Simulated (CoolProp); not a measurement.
The fluid at 293.15 K and 8.18 MPa flows at 5.4 m/s in a round tube of 25 mm bore and 15 µm roughness, fully developed (64/Re and Nu = 3.66 if laminar; Colebrook and Gnielinski if turbulent). The same conditions are run with several fluids, on thermodynamics alone (safety and materials aside).

Model: reference Helmholtz-energy equation of state of each fluid (methanol: de Reuck 1993; R123: Younglove 1994; R141b: Lemmon 2006; n-nonane: Lemmon 2006; n-pentane: Thol 2019), in CoolProp.

Problem. Rank methanol, R123, R141b, n-nonane, n-pentane by Reynolds number, highest first.

Solution. R123 (413000), n-pentane (407000), R141b (361000), methanol (176000), n-nonane (128000)

```tsv
fluid	Darcy friction factor	pressure drop (Pa/m)	heat-transfer coefficient (W/(m² K))	mass flow (kg/h)
methanol	0.0195	9100	9430	7620
R123	0.0184	16100	7690	14300
R141b	0.0186	13600	7700	12000
n-nonane	0.0201	8510	5580	6910
n-pentane	0.0184	6830	9240	6070
```

Transport values come from each fluid's own correlations; those of R141b, n-pentane are estimates that may be off by 10 % or more.
